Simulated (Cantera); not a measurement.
Source: NASA polynomial tables (part measured, part estimated), evaluated in Cantera. Values are per mole of reaction as written; species without (g) are pure solids or liquids, kept so even where they would boil at 1 bar.

Between 350 and 500 K, where is each reaction favourable under standard conditions?
- 2 H(g) + MgI2 = 2 HI(g) + Mg
- MgI2 = Mg(g) + I2


- 2 H(g) + MgI2 = 2 HI(g) + Mg: ΔG° is -46 kJ at 350 K and -58 kJ at 500 K; it stays negative (K > 1). ΔH° is -23 kJ and ΔS° 69 J/K at 500 K.
- MgI2 = Mg(g) + I2: ΔG° is 467 kJ at 350 K and 442 kJ at 500 K; it stays positive (K < 1). ΔH° is 532 kJ and ΔS° 181 J/K at 500 K.
